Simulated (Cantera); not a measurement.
What does this Cantera script print?

```python
import numpy as np
import cantera as ct

gas = ct.Solution("gri30.yaml")
gas.TPX = 1023, 72, {'C3H8': 2, 'H2': 2.3}
reactor = ct.IdealGasConstPressureReactor(gas, energy="off", clone=False)
net = ct.ReactorNet([reactor])
net.rtol, net.atol = 1e-08, 1e-18
show = ['C3H8', 'H2', 'C2H4', 'C2H2', 'C2H']
times = np.geomspace(3e-06, 2, 14)

steps = ct.SolutionArray(gas, extra=["t"])
rows = []
print(f"{'t/s':>10s}{'T/K':>9s}{'P/Pa':>11s}" + "".join(f"{s:>11s}" for s in show))
for t in times:
    while net.time < t:
        t_next = net.step()
        steps.append(gas.state, t=t_next)
    rows.append([np.interp(t, steps.t, y) for y in (steps.T, steps.P, *steps(*show).X.T)])
    print(f"{t:10.3e}{rows[-1][0]:9.1f}{rows[-1][1]:11.4g}" + "".join(f"{x:11.3e}" for x in rows[-1][2:]))
rate = np.gradient(steps.T, steps.t)
print("integrator steps:", len(steps.t))
if steps.T.max() > steps.T[0] + 200:
    print(f"time of steepest temperature rise: {steps.t[rate.argmax()]:.4e} s")
gas.TPX = 1023, 72, {'C3H8': 2, 'H2': 2.3}
gas.equilibrate("TP")
print(f"equilibrium (TP): T = {gas.T:.1f} K  " + "  ".join(f"{s} {gas[s].X[0]:.3e}" for s in show))
```

It prints:

```
       t/s      T/K       P/Pa       C3H8         H2       C2H4       C2H2        C2H
 3.000e-06   1023.0         72  4.651e-01  5.349e-01  1.179e-13  1.427e-25  8.829e-44
 8.416e-06   1023.0         72  4.651e-01  5.349e-01  9.210e-13  3.026e-24  2.707e-41
 2.361e-05   1023.0         72  4.651e-01  5.349e-01  7.404e-12  6.755e-23  1.123e-38
 6.624e-05   1023.0         72  4.651e-01  5.349e-01  6.337e-11  1.563e-21  3.813e-36
 1.858e-04   1023.0         72  4.651e-01  5.349e-01  6.710e-10  4.325e-20  1.075e-33
 5.213e-04   1023.0         72  4.651e-01  5.349e-01  8.703e-09  1.546e-18  2.243e-31
 1.462e-03   1023.0         72  4.651e-01  5.349e-01  9.679e-08  6.048e-17  3.276e-29
 4.103e-03   1023.0         72  4.651e-01  5.349e-01  8.739e-07  3.411e-15  5.743e-27
 1.151e-02   1023.0         72  4.651e-01  5.349e-01  7.167e-06  3.279e-13  1.633e-24
 3.229e-02   1023.0         72  4.650e-01  5.348e-01  5.606e-05  3.165e-11  4.538e-22
 9.058e-02   1023.0         72  4.644e-01  5.347e-01  4.275e-04  2.555e-09  1.039e-19
 2.541e-01   1023.0         72  4.605e-01  5.333e-01  3.085e-03  1.566e-07  1.603e-17
 7.129e-01   1023.0         72  4.400e-01  5.260e-01  1.696e-02  5.153e-06  8.644e-16
 2.000e+00   1023.0         72  3.793e-01  5.046e-01  5.818e-02  6.713e-05  1.263e-14
integrator steps: 391
equilibrium (TP): T = 1023.0 K  C3H8 5.784e-09  H2 5.309e-01  C2H4 2.683e-02  C2H2 2.274e-01  C2H 1.139e-12
```

Cantera simulation using GRI-Mech 3.0 (53 species, 325 reactions); the numbers are that mechanism's predictions, not measurements. GRI-Mech 3.0 was tuned for natural gas; its chemistry of propane as a main component is partial and can be far from experiment. GRI-Mech 3.0 stops at C3 and has no aromatics, soot or wall deposition, so with more carbon than oxygen in the feed, carbon stays in small species such as C2H2 where larger ones or solid carbon would form. Radical loss at walls, strong at low pressure, is not modelled.
